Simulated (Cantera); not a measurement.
Input: 1 mol HI, 3.4 mol H2, 0.83 mol N2, at 6600 Pa.

Equilibrium computed with Cantera from the NASA thermochemical tables; the gas is ideal and each condensed phase is pure. Candidate condensed phases: I2; 12 gas species. Kinetics and transport are ignored.

log p: log10 of the partial pressure in bar; nothing condenses.

| T (K) | log p H2 | log p I | log p N2 | log p HI | log p H |
|---|---|---|---|---|---|
| 1223 | -1.36 | -2.54 | -1.99 | -2.03 | -7.20 |
| 1298 | -1.36 | -2.39 | -1.99 | -2.09 | -6.65 |
| 1373 | -1.36 | -2.28 | -2.00 | -2.17 | -6.16 |
| 1448 | -1.36 | -2.20 | -2.00 | -2.25 | -5.71 |
| 1523 | -1.35 | -2.14 | -2.00 | -2.34 | -5.31 |
| 1598 | -1.35 | -2.09 | -2.01 | -2.43 | -4.95 |
| 1673 | -1.35 | -2.06 | -2.01 | -2.52 | -4.62 |
| 1748 | -1.35 | -2.03 | -2.01 | ___ | ___ |
| 1823 | -1.35 | -2.02 | -2.01 | -2.69 | -4.04 |
| 1898 | -1.35 | -2.00 | -2.01 | -2.78 | -3.78 |
| 1973 | -1.35 | -1.99 | -2.02 | ___ | ___ |
| 2048 | -1.35 | -1.98 | -2.02 | -2.93 | -3.33 |
| 2123 | -1.36 | -1.98 | -2.02 | -3.00 | -3.12 |

Question: Some entries are withheld; supply them.

Answer: 
- 1973, log p HI: -2.86
- 1973, log p H: -3.55
- 1748, log p HI: -2.61
- 1748, log p H: -4.32
